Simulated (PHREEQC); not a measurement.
Consider water at 20 °C with 0.041 mol/kgw HF and 0.4 mol/kgw NaF. Closed to the air; pH follows from the charge balance.

Equilibrium calculation in PHREEQC: ion-association model, phreeqc.dat.

| quantity | before | after |
|---|---|---|
| pH | 4.20 | 4.47 |
| ionic strength (mol/kgw) | 0.368 | 0.369 |
| F- (mol/kgw) | 0.345 | 0.345 |
| HF2- (mol/kgw) | 0.0227 | 0.0243 |
| HF (mol/kgw) | 0.0182 | 0.0167 |

### Question
Which change was made?
A) HF from 0.041 to 0.082 mol/kgw
B) NaF replaced by (CH3)4NF at the same molality
C) temperature from 20 to 70 °C
D) temperature from 20 to 50 °C

### Answer
D, temperature from 20 to 50 °C

Precipitation was switched off in this run. Constants without temperature data keep their 25 °C values here.
